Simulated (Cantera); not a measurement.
A jet of 1.52 % H2, 18.3 % O2, 80.2 % N2, equivalence ratio 0.042 at 300 K and 0.240 bar hits a platinum plate 5.2 cm away at a mass flux of 0.056 kg/m²/s; the plate temperature is set and raised in steps from an oxygen-covered start.

Cantera simulation using Deutschmann's 1995 Pt surface mechanism with GRI-Mech 3.0 gas chemistry; the numbers are that mechanism's predictions, not measurements. Catalytic surfaces can have several steady states; this one follows from the mechanism file's or the stated starting coverage.

x: mole fraction at the wall; θ: surface coverage.

| plate T (K) | wall x H2 | wall x O2 | wall x H2O | wall x OH | θ free Pt | θ O* | θ OH* |
|---|---|---|---|---|---|---|---|
| 600 | 0.00170 | 0.168 | 0.0263 | <1e-8 | 0.0167 | 0.979 | 0.00443 |
| 650 | 0.00167 | 0.168 | 0.0262 | <1e-8 | 0.0179 | 0.979 | ___ |
| 700 | ___ | 0.168 | 0.0263 | <1e-8 | ___ | 0.976 | ___ |
| 750 | 0.00104 | 0.168 | 0.0270 | <1e-8 | 0.0324 | 0.966 | 0.00203 |
| 800 | 0.000645 | 0.167 | 0.0276 | <1e-8 | 0.0555 | 0.943 | 0.00200 |
| 850 | 0.000418 | 0.167 | 0.0279 | <1e-8 | 0.0908 | 0.907 | 0.00196 |

Problem. What belongs in the gaps?

Solution. 
- 650, θ OH*: 0.00300
- 700, wall x H2: 0.00147
- 700, θ free Pt: 0.0214
- 700, θ OH*: 0.00227
